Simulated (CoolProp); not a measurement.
Values from CoolProp's reference Helmholtz-energy equation of state, Lemmon 2005. It is a short technical equation, of lower accuracy than the large ones.

Question: Give the vapour pressure (kPa), liquid cp (kJ/(kg K)), vapour Z of saturated 1-butene at 358.2 K.

Answer: 
```tsv
T (K)	p (kPa)	liquid cp (kJ/(kg K))	vapour Z
358.2	1330	2.77	0.758
```
